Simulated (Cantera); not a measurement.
A Cantera script and what it prints.

```python
import numpy as np
import cantera as ct

gas_names = [...]  # 131 gases of nasa_gas.yaml made of C, H, O
cond_names = """
    C(gr) C6H6(L) C7H8(L) C8H18(L),n-octa H2O(s) H2O(L)
""".split()


# ... load() reads the species with a 1 bar reference pressure and builds the phases ...
atoms = {
    'CO2': {'C': 1, 'O': 2},
    'H2O': {'H': 2, 'O': 1},
    'O2': {'O': 2},
}
top_T = {'C(gr)': 4500}  # K; cautious upper limits of use, not melting points


# ... equilibrate(T, P, feed) seeds the gas with the atoms and calls Mixture.equilibrate('TP', solver="vcs", rtol=1e-11, max_steps=5000) ...
results = []
feed = {'CO2': 1, 'H2O': 0.23, 'O2': 5.3}  # mol
P = 10000  # Pa
for T in [2500, 3000, 3500, 4000, 4500, 5000]:
    mix = equilibrate(T, P, feed)
    results.append((T, P, feed, dict(zip(mix.species_names, mix.species_moles))))

top = {s: max(r[3][s] / sum(r[3][g] for g in gas_names) for r in results) for s in gas_names}
cols = sorted((s for s in top if top[s] > 1e-05), key=lambda s: -top[s])[:5]
seen = [c for c in cond_names if any(r[3].get(c, 0) > 1e-12 for r in results)]
print("log10 of partial pressures in bar; condensed amounts in mol")
print(f"{'T/K':>10s}" + "".join(f"{s[:9]:>10s}" for s in cols + seen))
for T, P, feed, n in results:
    ng = sum(n[g] for g in gas_names)
    print(f"{T:10.4g}" + "".join(f"{np.log10(max(n[s] / ng * P / 1e5, 1e-99)):10.3f}" for s in cols)
          + "".join(f"{n.get(c, 0):10.4g}" for c in seen))
```

Result:

```
log10 of partial pressures in bar; condensed amounts in mol
       T/K         O        O2       CO2        CO         H
      2500    -2.396    -1.114    -1.884    -2.761    -3.745
      3000    -1.573    -1.253    -2.287    -2.140    -2.795
      3500    -1.168    -1.723    -3.136    -2.078    -2.514
      4000    -1.069    -2.483    -4.053    -2.113    -2.472
      4500    -1.054    -3.200    -4.807    -2.121    -2.464
      5000    -1.051    -3.793    -5.413    -2.124    -2.462
```

Method: chemical equilibrium by Gibbs-energy minimisation in Cantera with the NASA 1993 tables (ideal gas, pure condensed phases).
